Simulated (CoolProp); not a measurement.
Properties of fluorine along the isotherm 218.1 K (Tc = 144.4 K, pc = 5.240 MPa, ω = 0.045).

Computed with CoolProp (reference Helmholtz-energy equation of state, de Reuck 1990).

```json
[
 {"p (MPa)": "1.19", "phase": "gas", "Z": "0.9806", "cp (kJ/(kg K))": "0.8173", "speed of sound (m/s)": "255.3", "Joule-Thomson coefficient (K/MPa)": "3.479"},
 {"p (MPa)": "2.38", "phase": "gas", "Z": "0.9608", "cp (kJ/(kg K))": "0.8502", "speed of sound (m/s)": "253.6", "Joule-Thomson coefficient (K/MPa)": "3.440"},
 {"p (MPa)": "3.57", "phase": "gas", "Z": "0.9414", "cp (kJ/(kg K))": "0.8867", "speed of sound (m/s)": "252.4", "Joule-Thomson coefficient (K/MPa)": "3.363"},
 {"p (MPa)": "4.76", "phase": "gas", "Z": "0.9229", "cp (kJ/(kg K))": "0.9265", "speed of sound (m/s)": "251.8", "Joule-Thomson coefficient (K/MPa)": "3.259"},
 {"p (MPa)": "5.95", "phase": "supercritical", "Z": "0.9054", "cp (kJ/(kg K))": "0.9697", "speed of sound (m/s)": "251.7", "Joule-Thomson coefficient (K/MPa)": "3.139"},
 {"p (MPa)": "7.14", "phase": "supercritical", "Z": "0.8890", "cp (kJ/(kg K))": "1.016", "speed of sound (m/s)": "252.2", "Joule-Thomson coefficient (K/MPa)": "3.014"},
 {"p (MPa)": "8.34", "phase": "supercritical", "Z": "0.8737", "cp (kJ/(kg K))": "1.066", "speed of sound (m/s)": "253.2", "Joule-Thomson coefficient (K/MPa)": "2.884"},
 {"p (MPa)": "9.53", "phase": "supercritical", "Z": "0.8595", "cp (kJ/(kg K))": "1.117", "speed of sound (m/s)": "254.7", "Joule-Thomson coefficient (K/MPa)": "2.752"},
 {"p (MPa)": "10.7", "phase": "supercritical", "Z": "0.8466", "cp (kJ/(kg K))": "1.169", "speed of sound (m/s)": "256.7", "Joule-Thomson coefficient (K/MPa)": "2.617"},
 {"p (MPa)": "11.9", "phase": "supercritical", "Z": "0.8348", "cp (kJ/(kg K))": "1.222", "speed of sound (m/s)": "259.4", "Joule-Thomson coefficient (K/MPa)": "2.467"},
 {"p (MPa)": "13.1", "phase": "supercritical", "Z": "0.8245", "cp (kJ/(kg K))": "1.272", "speed of sound (m/s)": "263.0", "Joule-Thomson coefficient (K/MPa)": "2.306"}
]
```
